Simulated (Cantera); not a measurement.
A closed system holds: 1 mol Al2O3, 1.1 mol HCl, 0.52 mol O2, at 600 °C and 32.0 mbar.

Equilibrium computed with Cantera from the NASA thermochemical tables; the gas is ideal and each condensed phase is pure. Candidate condensed phases: Al, AlCl3, Al2O3, H2O; 29 gas species. Condensed phases not in the tables: AlOCl. The numbers say what is thermodynamically allowed, not how fast it happens.

Base state: HCl 0.454, O2 0.275, H2O 0.136, Cl2 0.135, Cl 9.11e-5 (mole fractions); condensed: Al2O3(s).

Task: What changes in the equilibrium state with this change: temperature from 600 °C to 775 °C?

Result: 
| species | before | after |
|---|---|---|
| HCl | 0.454 | 0.540 |
| O2 | 0.275 | 0.292 |
| H2O | 0.136 | 0.0833 |
| Cl2 | 0.135 | 0.0827 |
| Cl | 9.11e-5 | 0.00124 |
| Al2O3(s), mol | 1.00 | 1.00 |

Task: What changes in the equilibrium state with this change: temperature from 600 °C to 877 °C?

Result: 
```json
[
 {"species": "HCl", "before": "0.454", "after": "0.568"},
 {"species": "O2", "before": "0.275", "after": "0.298"},
 {"species": "H2O", "before": "0.136", "after": "0.0659"},
 {"species": "Cl2", "before": "0.135", "after": "0.0640"},
 {"species": "Cl", "before": "9.11e-5", "after": "0.00388"},
 {"species": "ClO", "before": "7.87e-7", "after": "1.65e-5"},
 {"species": "Al2O3(s), mol", "before": "1.00", "after": "1.00"}
]
```

Task: What changes in the equilibrium state with this change: temperature from 600 °C to 1252 °C?

Result: 
```csv
species,before,after
HCl,0.454,0.582
O2,0.275,0.296
Cl,9.11e-5,0.0546
Cl2,0.135,0.0201
H2O,0.136,0.0473
O,<1e-9,1.72e-5
OH,1.97e-8,0.000172
ClO,7.87e-7,0.000127
HOCl,5.25e-6,1.83e-5
"Al2O3(s), mol",1.00,1.000
```
